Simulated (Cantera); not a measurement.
Charge: 1 mol CO2, 0.41 mol SO2, 1.5 mol H2, 0.05 mol O2, equilibrated at 57.0 bar.

Cantera equilibrium calculation (NASA polynomials, part measured and part estimated; ideal gas, pure solids and liquids). Candidate condensed phases: C, C6H6, C7H8, C8H18, H2O, H2SO4, S; 123 gas species. The ideal-gas law is rough above about 30 bar. Rates play no part.

Question: At 3025 K, list the 5 most abundant gas species with their mole fractions, and the condensed phases.

Answer: H2O 0.379, CO 0.245, H2 0.122, CO2 0.102, SO2 0.0720. Condensed: gas only.
